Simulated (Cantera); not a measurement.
# AlCl3 + N2O + N2 (aluminium nitride and oxide growth)

A closed system holds: 1 mol AlCl3, 8.7 mol N2O, 96 mol N2, equilibrated at 1875 K.

Equilibrium computed with Cantera from the NASA thermochemical tables; the gas is ideal and each condensed phase is pure. Candidate condensed phases: Al, AlCl3, AlN, Al2O3; 24 gas species. Kinetics and transport are ignored.

```tsv
P (Pa)	log p N2	log p O2	log p Cl	log p O	log p Cl2	log p NO	log p ClO	n Al2O3(s)
10	-4.03	-5.54	-5.57	-6.39	-10.43	-6.67	-10.12	0.500
46	-3.36	-4.86	-4.91	-6.05	-9.11	-6.00	-9.11	0.500
220	-2.68	-4.17	-4.23	-5.70	-7.75	-5.31	-8.09	0.500
1000	-2.03	-3.51	-3.57	-5.37	-6.44	-4.65	-7.10	0.500
4600	-1.36	-2.84	-2.91	-5.04	-5.12	-3.99	-6.11	0.500
22000	-0.68	-2.16	-2.25	-4.70	-3.80	-3.31	-5.11	0.500
100000	-0.03	-1.50	-1.66	-4.37	-2.61	-2.65	-4.19	0.498
```
log p: log10 of the partial pressure in bar; n: condensed amount in mol.

From 10.0 Pa to 1.00 bar the condensed part is Al2O3(s). The main Al-bearing gas is AlOCl at 10.0 Pa and AlCl3 at 1.00 bar.
